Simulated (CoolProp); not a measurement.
Vapour-liquid equilibrium of C2F6 (R116) (1) + R143a (2) at -89.55 °C; x and y are mole fractions of (1).

Values from CoolProp's multi-fluid Helmholtz-energy mixture model, Lemmon 2006 and Lemmon and Jacobsen 2000; pair parameters Bell 2016.

| x | bubble pressure (MPa) | y at the bubble point | dew pressure at overall composition x (MPa) | liquid density (mol/L) |
|---|---|---|---|---|
| 0.05 | 0.01766 | 0.572 | 0.008277 | 14.98 |
| 0.125 | 0.02852 | 0.750 | 0.008964 | 14.67 |
| 0.2 | 0.03582 | 0.811 | 0.009775 | 14.37 |
| 0.275 | 0.04056 | 0.840 | 0.01075 | 14.09 |
| 0.35 | 0.04354 | 0.857 | 0.01193 | 13.81 |
| 0.425 | 0.04539 | 0.867 | 0.01340 | 13.55 |
| 0.5 | 0.04658 | 0.874 | 0.01529 | 13.30 |
| 0.575 | 0.04743 | 0.879 | 0.01778 | 13.06 |
| 0.65 | 0.04818 | 0.885 | 0.02123 | 12.84 |
| 0.725 | 0.04899 | 0.893 | 0.02630 | 12.63 |
| 0.8 | 0.04992 | 0.906 | 0.03430 | 12.43 |
| 0.875 | 0.05096 | 0.926 | 0.04680 | 12.25 |
| 0.95 | 0.05193 | 0.962 | 0.05169 | 12.09 |

No azeotrope shows between x = 0.05 and 0.95.

The pair parameters rest on a limited set of measurements; away from them the model extrapolates. With so large a gap from Raoult's law the liquid may split in two, which this calculation doesn't test in full.
